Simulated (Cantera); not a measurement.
## Stirred combustor or abatement burner

A perfectly stirred reactor is fed with 4.86 % CH4, 1.07 % CO, 8.55 % O2, 85.5 % N2, at 7500 Torr; it is adiabatic with a 500 K inlet, and is followed from long to short residence time, starting on the burning branch (τ in s: 0.02, 0.01, 0.005, 0.0025, 0.0012, 0.0006, 0.0003, 0.00015, 7.3e-05, 3.6e-05, 1.8e-05).

Detailed kinetics in Cantera: GRI-Mech 3.0 (53 species, 325 reactions).

```csv
τ (s),T (K),x CH4,x CO,x O2,x CO2,x HCO,x C2H2
0.020,1354,0.00462,0.0227,0.00945,0.0299,3.74e-8,7.60e-5
0.010,500,0.0486,0.0107,0.0855,<1e-12,<1e-12,<1e-12
0.0050,500,0.0486,0.0107,0.0855,<1e-12,<1e-12,<1e-12
0.0025,500,0.0486,0.0107,0.0855,<1e-12,<1e-12,<1e-12
0.0012,500,0.0486,0.0107,0.0855,<1e-12,<1e-12,<1e-12
0.00060,500,0.0486,0.0107,0.0855,<1e-12,<1e-12,<1e-12
0.00030,500,0.0486,0.0107,0.0855,<1e-12,<1e-12,<1e-12
0.00015,500,0.0486,0.0107,0.0855,<1e-12,<1e-12,<1e-12
7.3e-5,500,0.0486,0.0107,0.0855,<1e-12,<1e-12,<1e-12
3.6e-5,500,0.0486,0.0107,0.0855,<1e-12,<1e-12,<1e-12
1.8e-5,500,0.0486,0.0107,0.0855,<1e-12,<1e-12,<1e-12
```
x: mole fraction; the columns are a selection and need not sum to one.
